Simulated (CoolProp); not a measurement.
Properties of propane along the isotherm 217.9 K.

Computed with CoolProp (reference Helmholtz-energy equation of state, Lemmon 2009).

| p (MPa) | phase | cv (kJ/(kg K)) | Joule-Thomson coefficient (K/MPa) | conductivity (mW/(m K)) | Prandtl number | fugacity coefficient |
|---|---|---|---|---|---|---|
| 0.213 | liquid | 1.416 | -0.4530 | 137 | 3.67 | 0.2518 |
| 0.425 | liquid | 1.416 | -0.4538 | 138 | 3.67 | 0.1273 |
| 0.638 | liquid | 1.417 | -0.4546 | 138 | 3.67 | 0.08553 |
| 0.85 | liquid | 1.417 | -0.4553 | 138 | 3.68 | 0.06476 |
| 1.06 | liquid | 1.417 | -0.4561 | 138 | 3.68 | 0.05237 |
| 1.28 | liquid | 1.417 | -0.4569 | 138 | 3.68 | 0.04376 |
| 1.49 | liquid | 1.418 | -0.4576 | 138 | 3.68 | 0.03792 |
| 1.7 | liquid | 1.418 | -0.4583 | 138 | 3.69 | 0.03352 |
| 1.91 | liquid | 1.418 | -0.4591 | 138 | 3.69 | 0.03009 |
| 2.13 | liquid | 1.418 | -0.4598 | 139 | 3.69 | 0.02723 |

Viscosity comes from a separate model (Vogel 1998). Thermal conductivity comes from a separate model (Marsh 2002).
